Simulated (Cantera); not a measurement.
Gas mixture: O2 = 0.74 (molar parts), at 18000 Pa, frozen composition.

Cantera's kinetic-theory transport with the Lennard-Jones parameters of GRI-Mech 3.0, ideal gas; thermal conductivity in the mixture-averaged form.

D: mixture-averaged diffusion coefficient of that species in the mixture.

| T (K) | ρ (kg/m³) | cp (J/kg/K) | μ (µPa s) | λ (mW/m/K) | Pr | D (cm²/s) H | D (cm²/s) O | D (cm²/s) OH |
|---|---|---|---|---|---|---|---|---|
| 400 | 0.173 | 941.4 | 25.6 | 33.9 | 0.713 | 12.0 | ___ | 3.00 |
| 600 | 0.115 | 1003 | 34.1 | 48.2 | 0.709 | 24.1 | ___ | 5.98 |
| 800 | 0.0866 | 1055 | 41.4 | 61.4 | 0.710 | 39.3 | ___ | 9.69 |
| 1000 | 0.0693 | 1090 | 47.9 | 73.6 | 0.710 | 57.2 | ___ | 14.1 |
| 1200 | 0.0577 | 1114 | 54.0 | 84.9 | 0.708 | 77.7 | ___ | 19.0 |
| 1400 | 0.0495 | 1134 | 59.7 | 95.7 | 0.707 | 100 | ___ | 24.6 |

What belongs in the gaps?


- 400, D (cm²/s) O: 3.06
- 600, D (cm²/s) O: 6.10
- 800, D (cm²/s) O: 9.89
- 1000, D (cm²/s) O: 14.3
- 1200, D (cm²/s) O: 19.4
- 1400, D (cm²/s) O: 25.1
